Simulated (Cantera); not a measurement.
A closed system holds: 1 mol Hg, 0.45 mol N₂, held at 1125 K and 35.0 mbar.

Equilibrium computed with Cantera from the NASA thermochemical tables; the gas is ideal and each condensed phase is pure. Candidate condensed phases: Hg; 3 gas species. The numbers say what is thermodynamically allowed, not how fast it happens.

Question: What is the equilibrium state?

Answer: 
| Quantity | Value |
|---|---|
| x(Hg) | 0.690 |
| x(N₂) | 0.310 |
| gas amount | 1.450 mol |
| log10 activity of Hg(l) (absent) | -3.73 |
